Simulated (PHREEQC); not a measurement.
Model water analysis in mg/kgw, 25 °C, pH 1.87, pe 8.9:

```
constituent  mg/kgw
-----------  ------
Na              463
K               113
Ca             59.7
Mg             29.2
Cl              311
S(6) as SO4    2250
Fe(3)           4.8
```

Valence states are taken as typed.

The numbers come from PHREEQC with the ion-association model, wateq4f.dat.

| Quantity | Result |
|---|---|
| ionic strength | 0.0571 mol/kgw |
| total alkalinity | -25.2 meq/kg |
| charge-balance error | -2.3 % |

```tsv
species	molality	activity	log γ
Na+	0.0196	0.0160	-0.088
H+	0.0159	0.0135	-0.071
SO4-2	0.0126	0.00561	-0.352
HSO4-	0.00906	0.00736	-0.090
Cl-	0.00877	0.00705	-0.095
K+	0.00278	0.00224	-0.095
Ca+2	0.000959	0.000437	-0.341
Mg+2	0.000747	0.000350	-0.329
NaSO4-	0.000547	0.000449	-0.086
```

This is a speciation only: nothing precipitates in the calculation. The solution is supersaturated, for example in Hematite (slow to form), Goethite (slow to form), so a real one may precipitate; this is no full list.
